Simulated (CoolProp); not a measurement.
Vapour-liquid equilibrium of dimethyl ether (1) + 1-butene (2) at -80.95 °C; x and y are mole fractions of (1).

Values from CoolProp's multi-fluid Helmholtz-energy mixture model, Wu 2011 and Lemmon 2005; pair parameters Bell 2016.

```json
[
 {"x": "0.05", "bubble pressure (MPa)": "0.001633", "y at the bubble point": "0.177", "dew pressure at overall composition x (MPa)": "0.001469", "liquid density (mol/L)": "12.77"},
 {"x": "0.15", "bubble pressure (MPa)": "0.002022", "y at the bubble point": "0.400", "dew pressure at overall composition x (MPa)": "0.001595", "liquid density (mol/L)": "13.15"},
 {"x": "0.25", "bubble pressure (MPa)": "0.002350", "y at the bubble point": "0.537", "dew pressure at overall composition x (MPa)": "0.001744", "liquid density (mol/L)": "13.56"},
 {"x": "0.35", "bubble pressure (MPa)": "0.002625", "y at the bubble point": "0.630", "dew pressure at overall composition x (MPa)": "0.001921", "liquid density (mol/L)": "13.99"},
 {"x": "0.45", "bubble pressure (MPa)": "0.002860", "y at the bubble point": "0.701", "dew pressure at overall composition x (MPa)": "0.002132", "liquid density (mol/L)": "14.44"},
 {"x": "0.55", "bubble pressure (MPa)": "0.003061", "y at the bubble point": "0.759", "dew pressure at overall composition x (MPa)": "0.002387", "liquid density (mol/L)": "14.92"},
 {"x": "0.65", "bubble pressure (MPa)": "0.003239", "y at the bubble point": "0.810", "dew pressure at overall composition x (MPa)": "0.002689", "liquid density (mol/L)": "15.44"},
 {"x": "0.75", "bubble pressure (MPa)": "0.003398", "y at the bubble point": "0.859", "dew pressure at overall composition x (MPa)": "0.003030", "liquid density (mol/L)": "15.99"},
 {"x": "0.85", "bubble pressure (MPa)": "0.003545", "y at the bubble point": "0.910", "dew pressure at overall composition x (MPa)": "0.003370", "liquid density (mol/L)": "16.58"},
 {"x": "0.95", "bubble pressure (MPa)": "0.003678", "y at the bubble point": "0.967", "dew pressure at overall composition x (MPa)": "0.003641", "liquid density (mol/L)": "17.21"}
]
```

No azeotrope shows between x = 0.05 and 0.95.

The pair parameters rest on a limited set of measurements; away from them the model extrapolates.
